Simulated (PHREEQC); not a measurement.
0.27 g of hydrous ferric oxide (600 m²/g; 0.2 weak and 0.005 strong sites per Fe, Dzombak-Morel constants, diffuse double layer) in 1 kg of water with 0.3 mol/kgw of an inert sodium salt and 5.7e-06 mol/kgw ZnSO4, at 25 °C; the pH is set by adding NaOH or the inert anion's acid. O2 is buffered at 0.21 atm. No CO2 enters from the air. Nothing may precipitate in this run.

Base run: PHREEQC, ion-association model, wateq4f.dat. Each further column changes one thing. The table gives Zn sorbed (%).

```
pH      base  no electrostatic term (-no_edl)  background salt from 0.3 to 0.03 mol/kgw  oxide from 0.27 to 1.4 g/kgw
-----  -----  -------------------------------  ----------------------------------------  ----------------------------
4        0.0                              0.0                                       0.0                           0.1
4.67     0.4                              0.5                                       0.5                           2.1
6       45.6                              [?]                                      47.8                          83.0
6.67    90.7                             96.5                                       [?]                           [?]
7.33    99.2                             99.7                                      99.4                          99.9
8.67   100.0                            100.0                                     100.0                         100.0
9.33   100.0                             99.9                                     100.0                         100.0
10     100.0                             98.5                                     100.0                         100.0
11.33   99.7                              [?]                                     100.0                         100.0
12      91.5                              [?]                                      99.4                           [?]
```

Q: Fill in the missing entries.

A: 
- 6, no electrostatic term (-no_edl): 63.1
- 6.67, background salt from 0.3 to 0.03 mol/kgw: 92.0
- 6.67, oxide from 0.27 to 1.4 g/kgw: 98.6
- 11.33, no electrostatic term (-no_edl): 10.4
- 12, no electrostatic term (-no_edl): 0.2
- 12, oxide from 0.27 to 1.4 g/kgw: 98.7
